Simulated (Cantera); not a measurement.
What does this Cantera script print?

```python
import numpy as np
import cantera as ct

gas = ct.Solution("gri30.yaml")
gas.TPX = 1300, 890000, {'CO': 0.0015, 'O2': 0.016, 'H2O': 0.009, 'N2': 1}
reactor = ct.IdealGasConstPressureReactor(gas, energy="off", clone=False)
net = ct.ReactorNet([reactor])
net.rtol, net.atol = 1e-08, 1e-18
show = ['CO', 'O2', 'H2O', 'H2', 'H2O2']
times = np.geomspace(2e-06, 100, 15)

steps = ct.SolutionArray(gas, extra=["t"])
rows = []
print(f"{'t/s':>10s}{'T/K':>9s}{'P/Pa':>11s}" + "".join(f"{s:>11s}" for s in show))
for t in times:
    while net.time < t:
        t_next = net.step()
        steps.append(gas.state, t=t_next)
    rows.append([np.interp(t, steps.t, y) for y in (steps.T, steps.P, *steps(*show).X.T)])
    print(f"{t:10.3e}{rows[-1][0]:9.1f}{rows[-1][1]:11.4g}" + "".join(f"{x:11.3e}" for x in rows[-1][2:]))
rate = np.gradient(steps.T, steps.t)
print("integrator steps:", len(steps.t))
if steps.T.max() > steps.T[0] + 200:
    print(f"time of steepest temperature rise: {steps.t[rate.argmax()]:.4e} s")
gas.TPX = 1300, 890000, {'CO': 0.0015, 'O2': 0.016, 'H2O': 0.009, 'N2': 1}
gas.equilibrate("TP")
print(f"equilibrium (TP): T = {gas.T:.1f} K  " + "  ".join(f"{s} {gas[s].X[0]:.3e}" for s in show))
```

It prints:

```
       t/s      T/K       P/Pa         CO         O2        H2O         H2       H2O2
 2.000e-06   1300.0    8.9e+05  1.461e-03  1.559e-02  8.768e-03  6.068e-15  1.004e-15
 7.095e-06   1300.0    8.9e+05  1.461e-03  1.559e-02  8.768e-03  2.009e-13  1.091e-14
 2.517e-05   1300.0    8.9e+05  1.461e-03  1.559e-02  8.768e-03  6.241e-12  1.171e-13
 8.929e-05   1300.0    8.9e+05  1.461e-03  1.559e-02  8.768e-03  1.790e-10  2.154e-12
 3.168e-04   1300.0    8.9e+05  1.461e-03  1.559e-02  8.768e-03  8.140e-09  1.018e-10
 1.124e-03   1300.0    8.9e+05  1.360e-03  1.553e-02  8.758e-03  3.420e-06  7.453e-08
 3.986e-03   1300.0    8.9e+05  7.746e-04  1.525e-02  8.761e-03  4.394e-06  4.210e-08
 1.414e-02   1300.0    8.9e+05  1.765e-04  1.495e-02  8.769e-03  9.801e-07  7.849e-09
 5.017e-02   1300.0    8.9e+05  8.168e-06  1.487e-02  8.773e-03  5.382e-08  1.212e-09
 1.780e-01   1300.0    8.9e+05  6.499e-08  1.487e-02  8.774e-03  2.924e-09  2.473e-10
 6.314e-01   1300.0    8.9e+05  6.214e-10  1.487e-02  8.774e-03  2.110e-09  1.756e-10
 2.240e+00   1300.0    8.9e+05  6.190e-10  1.487e-02  8.774e-03  2.107e-09  1.750e-10
 7.946e+00   1300.0    8.9e+05  6.190e-10  1.487e-02  8.774e-03  2.107e-09  1.750e-10
 2.819e+01   1300.0    8.9e+05  6.190e-10  1.487e-02  8.774e-03  2.107e-09  1.750e-10
 1.000e+02   1300.0    8.9e+05  6.190e-10  1.487e-02  8.774e-03  2.107e-09  1.750e-10
integrator steps: 1034
equilibrium (TP): T = 1300.0 K  CO 6.203e-10  O2 1.481e-02  H2O 8.774e-03  H2 2.112e-09  H2O2 1.747e-10
```

Cantera simulation using GRI-Mech 3.0 (53 species, 325 reactions); the numbers are that mechanism's predictions, not measurements.
